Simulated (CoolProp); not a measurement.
Values from CoolProp's reference Helmholtz-energy equation of state, Zhou 2016.

Q: For R245ca, give the phase and the cp (kJ/(kg K)), speed of sound (m/s), isothermal compressibility (1/MPa), expansivity (1/kK) at 51.15 °C and 8.33 MPa.

A: 
- 51.15 °C and 8.33 MPa: liquid; cp 1.40, speed of sound 684, isothermal compressibility 0.00215, expansivity 1.81
